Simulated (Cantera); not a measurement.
Input (Python, Cantera) and output of one run.

```python
import numpy as np
import cantera as ct

gas_names = """
    CL CL2 H HCL H2 Si SiCL SiCL2 SiCL3 SiCL4 SiH SiHCL3 SiH2 SiH2CL2 SiH3 SiH3CL SiH4 Si2 Si3
""".split()
cond_names = """
    Si(cr) Si(L)
""".split()


# ... load() reads the species with a 1 bar reference pressure and builds the phases ...
atoms = {
    'SiHCl3': {'Si': 1, 'H': 1, 'CL': 3},
    'H2': {'H': 2},
}
top_T = {}  # K; cautious upper limits of use, not melting points


# ... equilibrate(T, P, feed) seeds the gas with the atoms and calls Mixture.equilibrate('TP', solver="vcs", rtol=1e-11, max_steps=5000) ...
results = []
feed = {'SiHCl3': 1, 'H2': 110}  # mol
T = 1848  # K
P = 1000  # Pa
mix = equilibrate(T, P, feed)
results.append((T, P, feed, dict(zip(mix.species_names, mix.species_moles))))
print(gas.report(threshold=0.001))
for i in range(1, mix.n_phases):
    print(f"{mix.phase(i).name:16s} {mix.phase_moles(i):12.5e} mol")
```

Output:

```
       temperature   1848 K
          pressure   1000 Pa
           density   0.0001951 kg/m^3
  mean mol. weight   2.9977 kg/kmol
   phase of matter   gas

                          1 kg             1 kmol
                     ---------------   ---------------
          enthalpy        1.5649e+07         4.691e+07  J
   internal energy        1.0523e+07        3.1545e+07  J
           entropy             75710        2.2695e+05  J/K
    Gibbs function       -1.2426e+08        -3.725e+08  J
 heat capacity c_p             11233             33671  J/K
 heat capacity c_v            8458.9             25357  J/K

                      mass frac. Y      mole frac. X     chem. pot. / RT
                     ---------------   ---------------   ---------------
                 H          0.001755         0.0052191           -11.934
               HCL           0.28293          0.023263           -40.427
                H2           0.65166           0.96897           -23.868
             SiCL2          0.053408         0.0016174           -62.413
     [  +15 minor]          0.010252        0.00092878

Si(L)             7.23849e-01 mol
```

Cantera equilibrium calculation (NASA polynomials, part measured and part estimated; ideal gas, pure solids and liquids). The tables' values for SiCl are old estimates; treat these amounts as uncertain. Gases not in the tables: Si2H6 and higher silanes.
